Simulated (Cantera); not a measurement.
**Moist CO burnout**

An isothermal, constant-pressure homogeneous reactor starts with 2.77 % CO, 1.72 % O2, 0.134 % H2O, 95.4 % N2, at 1100 K and 32000 Pa.

Cantera simulation using GRI-Mech 3.0 (53 species, 325 reactions); the numbers are that mechanism's predictions, not measurements.

```tsv
t (s)	x CO	x O2	x H2O	x NO	x HO2	x NO2
0.000400	0.0277	0.0172	0.00134	<1e-12	<1e-12	<1e-12
0.00142	0.0277	0.0172	0.00134	<1e-12	2.30e-11	<1e-12
0.00503	0.0277	0.0172	0.00134	<1e-12	7.07e-10	<1e-12
0.0178	0.0277	0.0172	0.00134	<1e-12	1.00e-7	<1e-12
0.0632	0.0120	0.00912	0.00108	9.21e-7	1.10e-6	3.47e-10
0.224	0.000905	0.00382	0.00132	1.56e-6	4.02e-7	1.29e-9
0.795	7.69e-5	0.00342	0.00135	1.57e-6	1.46e-7	9.14e-9
2.82	5.70e-6	0.00339	0.00135	1.55e-6	2.05e-8	2.82e-8
10.0	3.78e-7	0.00338	0.00135	1.56e-6	1.64e-9	2.44e-8
```
x: mole fraction; the columns are a selection and need not sum to one.

Equilibrium at this temperature and pressure: CO 1.15e-9, O2 0.00338, H2O 0.00135, NO 1.20e-5, HO2 1.58e-11, NO2 2.46e-8 (gas phase only).
